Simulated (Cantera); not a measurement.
Charge: 1 mol Fe2O3, 1.5 mol H2S, 8.6 mol O2, equilibrated at 425 °C and 1900 Pa.

Method: chemical equilibrium by Gibbs-energy minimisation in Cantera with the NASA 1993 tables (ideal gas, pure condensed phases). Candidate condensed phases: Fe, FeO, Fe(OH)2, Fe(OH)3, FeS, FeSO4, FeS2, Fe2O3, Fe2(SO4)3, Fe3O4, H2O, H2SO4, S; 22 gas species. Rates play no part.

What is the equilibrium state?


| Property | Result |
|---|---|
| x(O2) | 0.788 |
| x(H2O) | 0.211 |
| x(SO3) | 0.00102 |
| x(SO2) | 2.77e-5 |
| x(H2SO4) | 2.11e-6 |
| n(Fe2O3(s)) | 0.502 mol |
| n(Fe2(SO4)3(s)) | 0.498 mol |
| gas amount | 7.108 mol |
| log10 activity of FeSO4(s) (absent) | -1.85 |
| log10 activity of H2SO4(l) (absent) | -8.00 |
| log10 activity of Fe(OH)3(s) (absent) | -10.84 |
